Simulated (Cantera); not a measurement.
A Cantera script and what it prints.

```python
import numpy as np
import cantera as ct

gas_names = """
    C CH CH2 CH3 CH2OH CH3O CH4 CH3OH CN CO CO2 COOH C2 C2H CHCO,ketyl C2H2,acetylene C2H2,vinylidene
    CH2CO,ketene C2H3,vinyl CH3CN CH3CO,acetyl C2H4 C2H4O,ethylen CH3CHO,ethanal CH3COOH (HCOOH)2 C2H5
    C2H6 CH3OCH3 C2H5OH CCN CNC C2N2 C2O C3 C3H3,propargyl C3H4,allene C3H4,propyne C3H4,cyclo-
    C3H5,allyl C3H6,propylene C3H6,cyclo- C3H6O C3H7,n-propyl C3H7,i-propyl C3H8 C3H8O,1propanol
    C3H8O,2propanol C3O2 C4 C4H2 C4H4,1,3-cyclo- C4H6,butadiene C4H6,2-butyne C4H6,cyclo- C4H8,1-butene
    C4H8,cis2-buten C4H8,tr2-butene C4H8,isobutene C4H8,cyclo- (CH3COOH)2 C4H9,n-butyl C4H9,i-butyl
    C4H9,s-butyl C4H9,t-butyl C4H10,isobutane C4H10,n-butane C4N2 C5 C5H6,1,3cyclo- C5H8,cyclo-
    C5H10,1-pentene C5H10,cyclo- C5H11,pentyl C5H11,t-pentyl C5H12,n-pentane C5H12,i-pentane
    CH3C(CH3)2CH3 C6H2 C6H5,phenyl C6H5O,phenoxy C6H6 C6H5OH,phenol C6H10,cyclo- C6H12,1-hexene
    C6H12,cyclo- C6H13,n-hexyl C7H7,benzyl C7H8 C7H8O,cresol C7H14,1-heptene C7H15,n-heptyl
    C7H16,n-heptane C8H8,styrene C8H10,ethylbenz C8H16,1-octene C8H17,n-octyl C8H18,isooctane
    C8H18,n-octane C9H19,n-nonyl C10H8,naphthale C10H21,n-decyl C12H9,o-bipheny C12H10,bipheny H HCN HCO
    HCCN HNC HNCO HNO HNO2 HNO3 HO2 H2 HCHO,formaldehy HCOOH H2O H2O2 N NCO NH NH2 NH3 NH2OH NO NO2 NO3
    N2 N2H2 N2H4 N2O O OH O2 O3
""".split()
cond_names = """
    C(gr) C6H6(L) C7H8(L) C8H18(L),n-octa H2O(s) H2O(L)
""".split()


def load(file, names, dense=False):
    # The tables refer to 1 bar. Condensed volumes are neglected.
    table = {s.name: s for s in ct.Species.list_from_file(file)}
    out = []
    for n in names:
        d = dict(table[n].input_data)
        d["thermo"] = dict(d["thermo"], **{"reference-pressure": 1e5})
        if dense:
            d["equation-of-state"] = {"model": "constant-volume", "density": "1e6 g/cm^3"}
        out.append(ct.Species.from_dict(d))
    return out


gas = ct.Solution(thermo="ideal-gas", species=load("nasa_gas.yaml", gas_names))
cond = {s.name: ct.Solution(thermo="fixed-stoichiometry", species=[s], name=s.name)
        for s in load("nasa_condensed.yaml", cond_names, dense=True)}
atoms = {
    'C3H8': {'C': 3, 'H': 8},
    'NH3': {'N': 1, 'H': 3},
    'N2': {'N': 2},
    'H2O': {'H': 2, 'O': 1},
}
top_T = {'C(gr)': 4500}  # K; cautious upper limits of use, not melting points


def equilibrate(T, P, feed):
    n = {}
    for name, mol in feed.items():
        for a, k in atoms[name].items():
            n[a] = n.get(a, 0.0) + k * mol
    gas.TPX = T, P, n
    mass = sum(n.values()) * gas.mean_molecular_weight
    gas.equilibrate("TP")
    valid = [c for c in cond.values() if c.min_temp <= T <= top_T.get(c.name, c.max_temp)]
    mix = ct.Mixture([(gas, mass / gas.mean_molecular_weight)] + [(c, 0.0) for c in valid])
    mix.T, mix.P = T, P
    mix.equilibrate("TP", solver="vcs", rtol=1e-11, max_steps=5000)
    return mix


results = []
T = 1300  # K
P = 1000  # Pa
for m in [0.58, 0.99, 1.4, 1.8, 2.2, 2.6, 3, 3.4, 3.8, 4.2, 4.6, 5, 5.5]:
    feed = {'C3H8': 1, 'NH3': 0.67, 'N2': 5.2, 'H2O': m}  # mol
    mix = equilibrate(T, P, feed)
    results.append((T, P, feed, dict(zip(mix.species_names, mix.species_moles))))

top = {s: max(r[3][s] / sum(r[3][g] for g in gas_names) for r in results) for s in gas_names}
cols = sorted((s for s in top if top[s] > 0.001), key=lambda s: -top[s])[:7]
seen = [c for c in cond_names if any(r[3].get(c, 0) > 1e-12 for r in results)]
print("log10 of partial pressures in bar; condensed amounts in mol")
print(f"{'n(H2O)':>10s}" + "".join(f"{s[:9]:>10s}" for s in cols + seen))
for T, P, feed, n in results:
    ng = sum(n[g] for g in gas_names)
    print(f"{feed['H2O']:10.4g}" + "".join(f"{np.log10(max(n[s] / ng * P / 1e5, 1e-99)):10.3f}" for s in cols)
          + "".join(f"{n.get(c, 0):10.4g}" for c in seen))
```

Result:

```
log10 of partial pressures in bar; condensed amounts in mol
    n(H2O)        H2        N2        CO       H2O       CO2     C(gr)
      0.58    -2.321    -2.325    -3.305    -7.666    -8.896     2.419
      0.99    -2.320    -2.355    -3.102    -7.462    -8.490     2.009
       1.4    -2.319    -2.382    -2.979    -7.338    -8.244     1.599
       1.8    -2.318    -2.407    -2.895    -7.253    -8.077     1.199
       2.2    -2.317    -2.431    -2.832    -7.189    -7.950    0.7985
       2.6    -2.316    -2.454    -2.782    -7.138    -7.850    0.3985
         3    -2.315    -2.475    -2.741    -6.585    -7.257         0
       3.4    -2.322    -2.486    -2.762    -3.708    -4.394         0
       3.8    -2.329    -2.496    -2.782    -3.415    -4.114         0
       4.2    -2.335    -2.506    -2.801    -3.247    -3.959         0
       4.6    -2.342    -2.516    -2.820    -3.130    -3.854         0
         5    -2.348    -2.525    -2.838    -3.040    -3.777         0
       5.5    -2.356    -2.537    -2.861    -2.953    -3.703         0
```

Cantera equilibrium calculation (NASA polynomials, part measured and part estimated; ideal gas, pure solids and liquids).
